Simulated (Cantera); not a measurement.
Cantera run:

```python
import numpy as np
import cantera as ct

gas_names = """
    H H2 Ti
""".split()
cond_names = """
    Ti(a) Ti(b) Ti(L)
""".split()


# ... load() reads the species with a 1 bar reference pressure and builds the phases ...
atoms = {
    'Ti': {'Ti': 1},
    'H2': {'H': 2},
}
top_T = {}  # K; cautious upper limits of use, not melting points


# ... equilibrate(T, P, feed) seeds the gas with the atoms and calls Mixture.equilibrate('TP', solver="vcs", rtol=1e-11, max_steps=5000) ...
results = []
feed = {'Ti': 1, 'H2': 3.6}  # mol
T = 2175  # K
P = 89  # Pa
mix = equilibrate(T, P, feed)
results.append((T, P, feed, dict(zip(mix.species_names, mix.species_moles))))
print(gas.report(threshold=1e-06))
for i in range(1, mix.n_phases):
    print(f"{mix.phase(i).name:16s} {mix.phase_moles(i):12.5e} mol")
```

It prints:

```
       temperature   2175 K
          pressure   89 Pa
           density   2.9971e-05 kg/m^3
  mean mol. weight   6.0898 kg/kmol
   phase of matter   gas

                          1 kg             1 kmol
                     ---------------   ---------------
          enthalpy        2.1248e+07        1.2939e+08  J
   internal energy        1.8278e+07        1.1131e+08  J
           entropy             41649        2.5363e+05  J/K
    Gibbs function       -6.9339e+07       -4.2226e+08  J
 heat capacity c_p              5239             31904  J/K
 heat capacity c_v            3873.7             23590  J/K

                      mass frac. Y      mole frac. X     chem. pot. / RT
                     ---------------   ---------------   ---------------
                 H          0.023688           0.14311           -13.522
                H2           0.25322           0.76489           -27.043
                Ti            0.7231          0.091994           -7.9315

Ti(L)             6.04066e-01 mol
```

Cantera equilibrium calculation (NASA polynomials, part measured and part estimated; ideal gas, pure solids and liquids).
